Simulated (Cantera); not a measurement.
An adiabatic, constant-volume homogeneous reactor starts with CH4 : O2 : N2 = 1 : 1.11 : 6.22 (molar parts), equivalence ratio 1.8, at 1800 K and 1700000 Pa.

Model: GRI-Mech 3.0 (53 species, 325 reactions), integrated in Cantera. The pressure lies above the range GRI-Mech 3.0 was tuned for (to about 10 atm).

Q: Predict: time of steepest temperature rise; temperature at 3.00 s; equilibrium temperature; x(O2) at 3.00 s; x(CH2O) at 3.00 s; x(OH) at 3.00 s.

A: 
```
Item                                                                 Value
---------------------------------  ---------------------------------------
time of steepest temperature rise                                  15.7 µs
temperature at 3.00 s                                               2957 K
equilibrium temperature                                             2957 K
x(O2) at 3.00 s                    6.56e-5 (gas-phase equilibrium 6.56e-5)
x(CH2O) at 3.00 s                  1.14e-7 (gas-phase equilibrium 1.14e-7)
x(OH) at 3.00 s                    0.00290 (gas-phase equilibrium 0.00290)
```
